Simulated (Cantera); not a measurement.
# Stirred combustor or abatement burner

A perfectly stirred reactor is fed with CH3OH : O2 : N2 : CO2 = 1 : 2.42 : 14 : 0.31 (molar parts), equivalence ratio 0.62, at 68000 Pa; it is adiabatic with a 525 K inlet, and is followed from long to short residence time, starting on the burning branch (τ in s: 0.027, 0.012, 0.0055, 0.0025, 0.0011, 0.00051, 0.00023, 0.0001, 4.7e-05).

Cantera simulation using GRI-Mech 3.0 (53 species, 325 reactions); the numbers are that mechanism's predictions, not measurements. GRI-Mech 3.0 was tuned for natural gas; its chemistry of methanol as a main component is partial and can be far from experiment.

| τ (s) | T (K) | x CH3OH | x O2 | x CO2 | x H2O | x CO | x CH2O |
|---|---|---|---|---|---|---|---|
| 0.027 | 1548 | 1.71e-5 | 0.0509 | 0.0702 | 0.109 | 0.00150 | 1.18e-5 |
| 0.012 | 1536 | 2.90e-5 | 0.0514 | 0.0691 | 0.108 | 0.00252 | 2.02e-5 |
| 0.0055 | 1517 | 5.00e-5 | 0.0523 | 0.0673 | 0.107 | 0.00421 | 3.52e-5 |
| 0.0025 | 1487 | 9.74e-5 | 0.0540 | 0.0640 | 0.106 | 0.00734 | 6.76e-5 |
| 0.0011 | 525 | 0.0564 | 0.136 | 0.0175 | <1e-12 | <1e-12 | <1e-12 |
| 0.00051 | 525 | 0.0564 | 0.136 | 0.0175 | <1e-12 | <1e-12 | <1e-12 |
| 0.00023 | 525 | 0.0564 | 0.136 | 0.0175 | <1e-12 | <1e-12 | <1e-12 |
| 0.00010 | 525 | 0.0564 | 0.136 | 0.0175 | <1e-12 | <1e-12 | <1e-12 |
| 4.7e-5 | 525 | 0.0564 | 0.136 | 0.0175 | <1e-12 | <1e-12 | <1e-12 |
x: mole fraction; the columns are a selection and need not sum to one.
